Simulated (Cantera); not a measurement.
Charge: 1 mol FeS, a varied amount of H2, 3 mol N2, equilibrated at 1150 °C and 100000 Pa.

Equilibrium computed with Cantera from the NASA thermochemical tables; the gas is ideal and each condensed phase is pure. Candidate condensed phases: Fe, FeS, FeS2, S; 16 gas species. Metal and sulfide melt together well below either melting point, which pure phases cannot show. Mutual solubility and eutectic melting of coexisting phases are not modelled. FeS: taken at fixed stoichiometry. Equilibrium is a limit: real reactors are often held back by kinetics, nucleation or transport.

log p: log10 of the partial pressure in bar; n: condensed amount in mol.

```csv
n(H2) (mol),log p H2,log p N2,log p H2S,log p SH,n Fe(γ),n FeS(s)
1.3,-0.52,-0.16,-2.45,-4.84,0.0155,0.984
2.1,-0.39,-0.23,-2.31,-4.78,0.0251,0.975
3.5,-0.27,-0.34,-2.19,-4.72,0.0417,0.958
5.6,-0.19,-0.46,-2.11,-4.68,0.0667,0.933
9.1,-0.13,-0.61,-2.05,-4.65,0.108,0.892
15,-0.08,-0.78,-2.00,-4.62,0.179,(withheld)
24,-0.06,-0.95,-1.98,-4.61,0.286,(withheld)
38,-0.04,-1.14,-1.96,-4.60,0.453,(withheld)
62,-0.03,-1.34,-1.95,-4.59,0.738,(withheld)
100,-0.02,-1.54,-2.01,-4.67,1.000,(withheld)
```

### Question
Fill in the missing entries.

### Answer

- 15, n FeS(s): 0.821
- 24, n FeS(s): 0.714
- 38, n FeS(s): 0.547
- 62, n FeS(s): 0.262
- 100, n FeS(s): 0
